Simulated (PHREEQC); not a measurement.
Make-up at 24 °C: 0.17 mol/kgw NH4Br. Closed to the air; pH follows from the charge balance.

Model: ion-association model, phreeqc.dat, run in PHREEQC.

Each row changes one thing in this solution. Precipitation was switched off in this run.

| case | pH | ionic strength (mol/kgw) |
|---|---|---|
| as made | 5.16 | 0.170 |
| NH4Br from 0.17 to 1.7 mol/kgw | 4.84 | 1.70 |
| NH4Br replaced by CdBr2 at the same molality | 6.12 | 0.160 |
| 0.02 mol/kgw Ca(OH)2 added | 8.95 | 0.190 |
| NH4Br replaced by NH4HCO3 at the same molality | 7.78 | 0.168 |
| temperature from 24 to 30 °C | 5.07 | 0.170 |
| diluted 100-fold with water | 6.04 | 0.00170 |
| NH4Br from 0.17 to 0.085 mol/kgw | 5.28 | 0.0850 |

The ionic strength passes 0.7 mol/kgw, the rough limit of the ion-association models, in NH4Br from 0.17 to 1.7 mol/kgw.
